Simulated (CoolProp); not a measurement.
Computed with CoolProp (reference Helmholtz-energy equation of state, Guder 2009).

For sulfur hexafluoride, give the phase and the cp (kJ/(kg K)), expansivity (1/kK), viscosity (µPa s) at 233.4 K and 5530 kPa; 331.9 K and 5530 kPa; 430.4 K and 5530 kPa.


- 233.4 K and 5530 kPa: liquid; cp 0.848, expansivity 2.59, viscosity 386
- 331.9 K and 5530 kPa: supercritical; cp 2.03, expansivity 27.9, viscosity 61.4
- 430.4 K and 5530 kPa: supercritical; cp 0.940, expansivity 4.50, viscosity 25.6

Viscosity comes from a separate model (Quiñones-Cisneros 2012).
